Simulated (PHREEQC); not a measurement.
Consider water at 20 °C with 0.0003 mol H2S and 0.6 mol NH4F per kg of water. Closed to the air; pH follows from the charge balance.

The numbers come from PHREEQC with the ion-association model, wateq4f.dat.

Each row changes one thing in this solution. This is a speciation only: nothing precipitates in the calculation.

```csv
case,pH,NH3 (mol/kgw),HF2- (mol/kgw),H2S (mol/kgw),HF (mol/kgw),HS- (mol/kgw)
as made,6.43,0.000480,0.000414,0.000201,0.000164,9.87e-5
0.051 mol/kgw KCl added,6.43,0.000478,0.000414,0.000200,0.000162,9.95e-5
NH4F from 0.6 to 0.06 mol/kgw,(withheld),2.42e-5,1.16e-5,0.000260,5.19e-5,4.02e-5
diluted 2-fold with water,(withheld),0.000204,0.000132,0.000110,0.000111,3.97e-5
```

Some entries are withheld; supply them.


- NH4F from 0.6 to 0.06 mol/kgw, pH: 6.10
- diluted 2-fold with water, pH: 6.37

Complexes and solids missing from the database can't appear. The polysulfide entries of wateq4f.dat were taken out for this run.
